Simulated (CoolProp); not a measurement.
Vapour-liquid equilibrium of R114 (1) + n-hexane (2) at 0.58 MPa; x and y are mole fractions of (1).

Computed with CoolProp (multi-fluid Helmholtz-energy mixture model, Platzer 1990 and Thol 2019; pair parameters Bell 2016). This equation is an older, rougher fit; its heat capacities, sound speeds and derivatives of the liquid may be far off and weren't checked against measurements.

```
x      bubble temperature, mixture model (K)  bubble temperature, Raoult's law (K)  y, mixture model  y, Raoult's law
-----  -------------------------------------  ------------------------------------  ----------------  ---------------
0.05                                   400.0                                 401.6             0.206            0.209
0.125                                  387.2                                 390.8             0.430            0.429
0.2                                    377.0                                 381.7             0.577            0.579
0.275                                  369.0                                 374.0             0.676            0.685
0.35                                   362.6                                 367.4             0.745            0.762
0.425                                  357.4                                 361.6             0.796            0.820
0.5                                    353.0                                 356.5             0.836            0.865
0.575                                  349.2                                 352.0             0.868            0.899
0.65                                   345.9                                 347.9             0.896            0.926
0.725                                  342.9                                 344.2             0.920            0.948
0.8                                    340.1                                 340.9             0.942            0.966
0.875                                  337.5                                 337.8             0.964            0.981
0.95                                   334.9                                 334.9             0.985            0.993
```

The largest gap from Raoult's law is -5.0 K in bubble temperature, at x = 0.275. No azeotrope shows between x = 0.05 and 0.95.

Pair parameters are fitted to limited data, so mixtures are less certain than the pure fluids.
